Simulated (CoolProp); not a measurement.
Model: reference Helmholtz-energy equation of state, Lemmon 2009, in CoolProp.

Q: For propane, give the phase and the density (kg/m³), isothermal compressibility (1/MPa), viscosity (µPa s) at 501.3 K and 0.987 MPa; 501.3 K and 14.5 MPa; 501.3 K and 21.3 MPa.

A: 
- 501.3 K and 0.987 MPa: gas; density 10.7, isothermal compressibility 1.04, viscosity 13.5
- 501.3 K and 14.5 MPa: supercritical; density 215, isothermal compressibility 0.0665, viscosity 25.8
- 501.3 K and 21.3 MPa: supercritical; density 290, isothermal compressibility 0.0285, viscosity 35.0

Viscosity comes from a separate model (Vogel 1998).
